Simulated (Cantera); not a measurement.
## Gas activation for diamond growth

An isothermal, constant-pressure homogeneous reactor starts with 5.05 % CH4, 85.5 % H2, 9.41 % H, at 1375 K and 0.132 atm.

Detailed kinetics in Cantera: GRI-Mech 3.0 (53 species, 325 reactions). GRI-Mech 3.0 stops at C3 and has no aromatics, soot or wall deposition, so with more carbon than oxygen in the feed, carbon stays in small species such as C2H2 where larger ones or solid carbon would form.

```tsv
t (s)	x CH4	x H2	x H	x CH3	x C2H
4.00e-6	0.0369	0.884	0.0659	0.0128	9.02e-9
3.00e-5	0.0391	0.940	0.0104	0.00810	5.88e-9
0.000225	0.0473	0.949	0.000938	0.000976	6.53e-10
0.00169	0.0483	0.949	0.000126	0.000128	1.02e-10
0.0126	0.0484	0.949	2.04e-5	2.07e-5	1.92e-11
0.0949	0.0484	0.949	8.62e-6	8.75e-6	9.94e-12
0.711	0.0483	0.949	8.12e-6	8.22e-6	1.30e-11
5.33	0.0476	0.950	8.12e-6	8.11e-6	1.54e-11
40.0	0.0436	0.952	8.50e-6	7.76e-6	2.80e-11
```
x: mole fraction; the columns are a selection and need not sum to one.

Equilibrium at this temperature and pressure: CH4 0.0372, H2 0.955, H 9.23e-6, CH3 7.17e-6, C2H 5.13e-11 (gas phase only).
